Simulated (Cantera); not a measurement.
Charge: 1 mol SiH4, 0.42 mol Cl2, 46 mol N2, at 0.100 bar.

Equilibrium computed with Cantera from the NASA thermochemical tables; the gas is ideal and each condensed phase is pure. Candidate condensed phases: NH4Cl, Si, Si3N4; 28 gas species. N2 is the only nitrogen source here; it is nearly inert below about 1500 K, so the nitride shown seldom forms there in practice. The numbers say what is thermodynamically allowed, not how fast it happens.

Over these rows the condensed part is Si3N4(s). Partial pressures as log10 of bar:

```
T (K)  1000/T (1/K)  log p SiCl2  log p N2  log p H2  log p HCl
-----  ------------  -----------  --------  --------  ---------
1000         1.0000        -9.31     -1.02     -2.48      -2.76
1100         0.9091        -8.05     -1.02     -2.48      -2.76
1200         0.8333        -7.01     -1.02     -2.48      -2.76
1300         0.7692            ?     -1.02     -2.48      -2.76
1400         0.7143        -5.38     -1.02     -2.48      -2.76
1500         0.6667        -4.75     -1.02     -2.48      -2.77
```

Q: Fit log p(SiCl2) = a + b·(1000/T) to the five rows, give the apparent enthalpy, and predict the row at 1300 K.

A: Means: 1000/T = 0.8247, log p = -6.900. Sxy = -1.027987, Sxx = 0.0750796, so b = -13.69 and a = -6.900 − (-13.69)×0.8247 = 4.39.
Apparent enthalpy: −19.145 × (-13.69) = 262 kJ/mol. With the condensed phases at unit activity, 1/3 Si3N4(s) + 2 HCl(g) = SiCl2(g) + 2/3 N2(g) + H2(g) links this pressure to the main gases: over the six rows their terms move log p by -0.02 in all, so the slope is close to that reaction's ΔH°. The five rows lie within 0.01 of the line.
Prediction at 1300 K: 4.39 + (-13.69)×0.7692 = -6.14. The computed value is -6.13, 0.01 from the line.
